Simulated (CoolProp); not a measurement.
Vapour-liquid equilibrium of carbon dioxide (1) + C2F6 (R116) (2) at 20.5 bar; x and y are mole fractions of (1).

Computed with CoolProp (multi-fluid Helmholtz-energy mixture model, Span 1996 and Lemmon 2006; pair parameters Bell 2016).

```tsv
x	bubble temperature (°C)	y at the bubble point	dew temperature at overall composition x (°C)	liquid density (mol/L)
0.05	0.7	0.093	2.2	8.358
0.2	-8.8	0.346	-3.3	9.762
0.35	-15.5	0.524	-8.9	11.24
0.5	-19.3	0.636	-14.6	12.91
0.65	-21.1	0.715	-19.7	15.03
0.8	-21.6	0.792	-21.6	17.89
0.95	-20.2	0.922	-19.7	21.77
```

y crosses x between x = 0.65 and 0.8: the model has an azeotrope there.

Pair parameters are fitted to limited data, so mixtures are less certain than the pure fluids.
